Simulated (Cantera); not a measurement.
Reactions in the system H-N-O-V

Cantera with NASA thermochemical tables; ideal gases at 1 bar, condensed phases pure. Values are per mole of reaction as written; species without (g) are pure solids or liquids, kept so even where they would boil at 1 bar. VN: taken at fixed stoichiometry.

2 VN + 5 OH(g) ⇌ 5 H(g) + V2O4 + N2O(g)

```tsv
T (K)	ΔH° (kJ)	ΔS° (J/K)	ΔG° (kJ)	log10 K
375	-6.0	-60.7	16.7	-2.33
450	-2.4	-52.0	21.0	-2.43
525	1.5	-43.9	24.6	-2.44
600	5.7	-36.5	27.6	-2.40
675	10.0	-29.7	30.0	-2.33
750	14.5	-23.4	32.0	-2.23
```
